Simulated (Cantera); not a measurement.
A Cantera script and what it prints.

```python
import numpy as np
import cantera as ct

gas_names = """
    F FO FO2 F2 F2O H HF HOF HO2 H2 H2F2 H2O H2O2 H3F3 H4F4 H5F5 H6F6 H7F7 Mg MgF MgF2 MgH MgO MgOH
    MgO2H2 Mg2 Mg2F4 O OH O2 O3
""".split()
cond_names = """
    H2O(s) H2O(L) Mg(cr) Mg(L) MgF2(s) MgF2(L) MgO(s) MgO(L) MgO2H2(s)
""".split()


# ... load() reads the species with a 1 bar reference pressure and builds the phases ...
atoms = {
    'MgO': {'Mg': 1, 'O': 1},
    'HF': {'H': 1, 'F': 1},
    'O2': {'O': 2},
}
top_T = {}  # K; cautious upper limits of use, not melting points


# ... equilibrate(T, P, feed) seeds the gas with the atoms and calls Mixture.equilibrate('TP', solver="vcs", rtol=1e-11, max_steps=5000) ...
results = []
feed = {'MgO': 1, 'HF': 6.5, 'O2': 3.4}  # mol
P = 100000  # Pa
for T in [800, 875, 950, 1025, 1100, 1175, 1250, 1325, 1400, 1475, 1550, 1625, 1700, 1775]:
    mix = equilibrate(T, P, feed)
    results.append((T, P, feed, dict(zip(mix.species_names, mix.species_moles))))

top = {s: max(r[3][s] / sum(r[3][g] for g in gas_names) for r in results) for s in gas_names}
cols = sorted((s for s in top if top[s] > 0.001), key=lambda s: -top[s])[:7]
seen = [c for c in cond_names if any(r[3].get(c, 0) > 1e-12 for r in results)]
print("log10 of partial pressures in bar; condensed amounts in mol")
print(f"{'T/K':>10s}" + "".join(f"{s[:9]:>10s}" for s in cols + seen))
for T, P, feed, n in results:
    ng = sum(n[g] for g in gas_names)
    print(f"{T:10.4g}" + "".join(f"{np.log10(max(n[s] / ng * P / 1e5, 1e-99)):10.3f}" for s in cols)
          + "".join(f"{n.get(c, 0):10.4g}" for c in seen))
```

Output:

```
log10 of partial pressures in bar; condensed amounts in mol
       T/K        HF        O2       H2O      MgF2   MgF2(s)   MgF2(L)
       800    -0.296    -0.418    -0.949   -15.872         1         0
       875    -0.296    -0.418    -0.949   -13.706         1         0
       950    -0.296    -0.418    -0.949   -11.891         1         0
      1025    -0.296    -0.418    -0.949   -10.348         1         0
      1100    -0.296    -0.418    -0.949    -9.022         1         0
      1175    -0.296    -0.418    -0.949    -7.871         1         0
      1250    -0.296    -0.418    -0.949    -6.863         1         0
      1325    -0.296    -0.418    -0.949    -5.973         1         0
      1400    -0.296    -0.418    -0.949    -5.183    0.9999         0
      1475    -0.296    -0.418    -0.950    -4.477    0.9997         0
      1550    -0.296    -0.418    -0.950    -3.860         0    0.9988
      1625    -0.296    -0.418    -0.950    -3.379         0    0.9963
      1700    -0.297    -0.419    -0.951    -2.945         0    0.9899
      1775    -0.298    -0.419    -0.952    -2.551         0    0.9749
```

These are equilibrium values from Cantera (NASA tables, ideal gas, pure condensed phases), not measurements of a reactor.
